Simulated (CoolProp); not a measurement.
Vapour-liquid equilibrium of R152A (1) + isobutene (2) at 308.2 K; x and y are mole fractions of (1).

Values from CoolProp's multi-fluid Helmholtz-energy mixture model, Outcalt 1996 and Lemmon 2005; pair parameters Bell 2016.

```tsv
x	bubble pressure, mixture model (MPa)	bubble pressure, Raoult's law (MPa)	y, mixture model	y, Raoult's law
0.05	0.4692	0.4284	0.155	0.093
0.125	0.5430	0.4573	?	0.217
0.2	?	0.4862	0.408	0.327
0.275	0.6477	0.5152	?	0.424
0.35	0.6852	0.5441	0.540	0.511
0.425	0.7160	0.5731	0.590	0.590
0.5	0.7414	0.6020	0.636	0.660
0.575	0.7624	0.6309	0.679	0.724
0.65	0.7795	0.6599	0.722	0.783
0.725	?	0.6888	0.768	0.837
0.8	0.8016	0.7178	0.818	0.886
0.875	?	0.7467	0.876	0.932
0.95	0.8020	0.7757	0.945	0.974
```

Task: Complete the blanks.

Result: 
- 0.125, y, mixture model: 0.307
- 0.2, bubble pressure, mixture model (MPa): 0.6012
- 0.275, y, mixture model: 0.482
- 0.725, bubble pressure, mixture model (MPa): 0.7927
- 0.875, bubble pressure, mixture model (MPa): 0.8052

The largest gap from Raoult's law is +25.9 % in bubble pressure, at x = 0.35. y crosses x between x = 0.875 and 0.95: the model has an azeotrope there.

Pair parameters are fitted to limited data, so mixtures are less certain than the pure fluids.
